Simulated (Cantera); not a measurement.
Cantera run, input and output.

```python
import numpy as np
import cantera as ct

gas = ct.Solution("gri30.yaml")
gas.TPX = 1925, 22000, {'C2H6': 1, 'N2': 7.2}
reactor = ct.IdealGasConstPressureReactor(gas, energy="off", clone=False)
net = ct.ReactorNet([reactor])
net.rtol, net.atol = 1e-08, 1e-18
show = ['C2H6', 'C2H', 'C2H4', 'HCN', 'CH3', 'H']
times = np.geomspace(8e-05, 2, 10)

steps = ct.SolutionArray(gas, extra=["t"])
rows = []
print(f"{'t/s':>10s}{'T/K':>9s}{'P/Pa':>11s}" + "".join(f"{s:>11s}" for s in show))
for t in times:
    while net.time < t:
        t_next = net.step()
        steps.append(gas.state, t=t_next)
    rows.append([np.interp(t, steps.t, y) for y in (steps.T, steps.P, *steps(*show).X.T)])
    print(f"{t:10.3e}{rows[-1][0]:9.1f}{rows[-1][1]:11.4g}" + "".join(f"{x:11.3e}" for x in rows[-1][2:]))
rate = np.gradient(steps.T, steps.t)
print("integrator steps:", len(steps.t))
if steps.T.max() > steps.T[0] + 200:
    print(f"time of steepest temperature rise: {steps.t[rate.argmax()]:.4e} s")
gas.TPX = 1925, 22000, {'C2H6': 1, 'N2': 7.2}
gas.equilibrate("TP")
print(f"equilibrium (TP): T = {gas.T:.1f} K  " + "  ".join(f"{s} {gas[s].X[0]:.3e}" for s in show))
```

Output:

```
       t/s      T/K       P/Pa       C2H6        C2H       C2H4        HCN        CH3          H
 8.000e-05   1925.0    2.2e+04  2.507e-04  1.101e-05  1.648e-02  1.628e-05  7.277e-03  1.530e-03
 2.465e-04   1925.0    2.2e+04  4.659e-05  6.023e-06  3.681e-03  1.791e-05  2.890e-03  7.812e-04
 7.593e-04   1925.0    2.2e+04  1.814e-05  4.526e-06  7.034e-04  1.892e-05  1.733e-03  5.881e-04
 2.339e-03   1925.0    2.2e+04  8.486e-06  4.647e-06  3.008e-04  2.070e-05  1.193e-03  6.179e-04
 7.207e-03   1925.0    2.2e+04  2.213e-06  5.317e-06  1.044e-04  2.488e-05  6.257e-04  7.253e-04
 2.220e-02   1925.0    2.2e+04  2.788e-07  6.064e-06  5.021e-05  3.232e-05  2.286e-04  8.392e-04
 6.840e-02   1925.0    2.2e+04  2.608e-08  6.427e-06  4.394e-05  4.199e-05  7.042e-05  8.937e-04
 2.107e-01   1925.0    2.2e+04  3.300e-09  6.503e-06  4.353e-05  5.298e-05  2.374e-05  9.056e-04
 6.492e-01   1925.0    2.2e+04  1.331e-09  6.513e-06  4.353e-05  6.860e-05  1.345e-05  9.072e-04
 2.000e+00   1925.0    2.2e+04  1.256e-09  6.512e-06  4.352e-05  1.093e-04  1.290e-05  9.072e-04
integrator steps: 1410
equilibrium (TP): T = 1925.0 K  C2H6 5.749e-10  C2H 2.848e-06  C2H4 1.905e-05  HCN 1.103e-01  CH3 8.814e-06  H 9.075e-04
```

Computed with Cantera and GRI-Mech 3.0 (53 species, 325 reactions). GRI-Mech 3.0 stops at C3 and has no aromatics, soot or wall deposition, so with more carbon than oxygen in the feed, carbon stays in small species such as C2H2 where larger ones or solid carbon would form.
